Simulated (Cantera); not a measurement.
A perfectly stirred reactor is fed with NO : N2 = 1 : 0.21 (molar parts), at 2900 Pa; it is held at 1998 K, and followed from long to short residence time.

Computed with Cantera and GRI-Mech 3.0 (53 species, 325 reactions). Radical loss at walls, strong at low pressure, is not modelled.

One state of this run: x NO = 0.816; x O2 = 0.00454; x O = 0.000605; x N2O = 0.000226; x N2 = 0.178; x NO2 = 4.78e-5. x: mole fraction; the columns are a selection and need not sum to one.

Problem. Which value of τ (s) does it belong to?
A) 0.76
B) 0.051
C) 0.12
D) 0.0034

Solution. C, 0.12
